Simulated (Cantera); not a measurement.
**Thermodynamics of oxide etching and cleaning by halides, feed SiO2 + HF + H2**

Feed: 1 mol SiO2, 19 mol HF, 0.62 mol H2, held at 12000 Pa.

These are equilibrium values from Cantera (NASA tables, ideal gas, pure condensed phases), not measurements of a reactor. Candidate condensed phases: H2O, Si, SiO2; 38 gas species. The tables' values for SiF3 are old estimates; treat these amounts as uncertain. The tables hold silica as quartz up to 1696 K and as liquid above; real silica turns to tridymite and cristobalite and melts near 1996 K. Gases not in the tables: Si(OH)4. Rates play no part.

From 1625 K to 1800 K nothing is condensed. From 1825 K to 1900 K the condensed part is SiO2(condensed).

```
T (K)   x HF   x H2O  x SiF4    x H2    x SiF3       x H  n SiO2(condensed)
-----  -----  ------  ------  ------  --------  --------  -----------------
1625   0.806   0.107  0.0536  0.0333   5.26e-5   3.71e-5                  0
1650   0.806   0.107  0.0536  0.0332   6.95e-5   4.78e-5                  0
1675   0.806   0.107  0.0536  0.0332   9.09e-5   6.11e-5                  0
1700   0.806   0.107  0.0536  0.0332  0.000118   7.75e-5                  0
1725   0.806   0.107  0.0535  0.0332  0.000152   9.76e-5                  0
1750   0.806   0.107  0.0535  0.0331  0.000194  0.000122                  0
1775   0.806   0.107  0.0534  0.0331  0.000246  0.000152                  0
1800   0.806   0.107  0.0534  0.0330  0.000310  0.000188                  0
1825   0.808   0.106  0.0526  0.0330  0.000382  0.000231             0.0121
1850   0.812   0.103  0.0511  0.0329  0.000458  0.000282             0.0376
1875   0.816   0.100  0.0496  0.0327  0.000548  0.000342             0.0619
1900   0.820  0.0976  0.0482  0.0326  0.000650  0.000414             0.0849
```
x: gas mole fraction; n: condensed amount in mol.
